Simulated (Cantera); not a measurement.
An isothermal, constant-pressure homogeneous reactor starts with 37.0 % C2H6, 63.0 % N2, at 1725 K and 0.133 bar.

Detailed kinetics in Cantera: GRI-Mech 3.0 (53 species, 325 reactions). GRI-Mech 3.0 stops at C3 and has no aromatics, soot or wall deposition, so with more carbon than oxygen in the feed, carbon stays in small species such as C2H2 where larger ones or solid carbon would form.

One state of this run: x C2H6 = 3.58e-6; x HCN = 1.06e-6; x H = 0.000293; x H2 = 0.404; x C2H2 = 0.207; x CH2 = 2.07e-7; x CH4 = 0.0197. x: mole fraction; the columns are a selection and need not sum to one.

Q: Which value of t (s) does it belong to?
A) 0.00110
B) 3.53
C) 26.6
D) 0.171

A: D, 0.171
